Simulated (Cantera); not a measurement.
Charge: 1 mol C6H6, 0.13 mol H2O, 9.3 mol H2, at 33.0 Pa.

These are equilibrium values from Cantera (NASA tables, ideal gas, pure condensed phases), not measurements of a reactor. Candidate condensed phases: C, C6H6, C7H8, C8H18, H2O; 110 gas species. Rates play no part. All values below are at 900 K.

Base state: H2 0.990, CO 0.0103, CH4 0.000101 (mole fractions); condensed: C(graphite).

Task: What changes in the equilibrium state with this change: H2O from 0.13 to 0.26 mol?

Result: 
```tsv
species	before	after
H2	0.990	0.980
CO	0.0103	0.0203
CH4	0.000101	9.88e-5
H2O	8.20e-6	1.59e-5
C(graphite), mol	5.87	5.74
```
